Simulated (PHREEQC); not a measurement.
# Copper plating or etch bath: an equilibrium model

A solution holds 0.0083 mol/kgw CuSO4, 0.0027 mol/kgw HCl and 0.6 mol/kgw KCl, at 60 °C. Closed to the air; pH follows from the charge balance.

Model: ion-association model, phreeqc.dat, run in PHREEQC.

This is a speciation only: nothing precipitates in the calculation.

Task: Estimate the pH, activity of water.

Result: pH 2.76; activity of water 0.979.

Task: In which forms is S present?

Result: KSO4- 50 %, SO4-2 44 %, HSO4- 4.2 %, CuSO4 1.0 % of the S.

Species that the database lacks are ignored. At this temperature some constants are extrapolated from 25 °C, and those without enthalpy data are left unchanged.
